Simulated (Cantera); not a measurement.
A closed system holds: 1 mol PbO, 0.015 mol O₂, 14 mol H₂, held at 0.100 bar.

These are equilibrium values from Cantera (NASA tables, ideal gas, pure condensed phases), not measurements of a reactor. Candidate condensed phases: H₂O, Pb, PbO, PbO₂, Pb₃O₄; 12 gas species. The numbers say what is thermodynamically allowed, not how fast it happens.

Question: Which condensed phases are stable at each of these points (T (K)): 1373, 1398, 1423, 1448, 1473, 1498, 1523, 1548, 1573, 1598?

Answer: 
| T (K) | condensed phases | Pb condensed (%) |
|---|---|---|
| 1373 | Pb(l) | 4.0 |
| 1398 | gas only | 0.0 |
| 1423 | gas only | 0.0 |
| 1448 | gas only | 0.0 |
| 1473 | gas only | 0.0 |
| 1498 | gas only | 0.0 |
| 1523 | gas only | 0.0 |
| 1548 | gas only | 0.0 |
| 1573 | gas only | 0.0 |
| 1598 | gas only | 0.0 |

At 1373 K the condensed part is Pb(l). From 1398 K to 1598 K nothing is condensed.
